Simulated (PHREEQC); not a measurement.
Consider water at 25 °C with 0.3 mol MgSO4, 3.4e-05 mol Na2SO4 and 1e-06 mol H4SiO4 per kg of water. Closed to the air; pH follows from the charge balance.

All values are PHREEQC results (ion-association model, phreeqc.dat), not measurements.

Question: The ionic strength comes out as 0.473 mol/kgw. What activity coefficients do SO4-2, Na+, NaSO4-, Mg+2 get?

Answer: SO4-2 0.21, Na+ 0.72, NaSO4- 0.70, Mg+2 0.29.

Precipitation was switched off in this run.
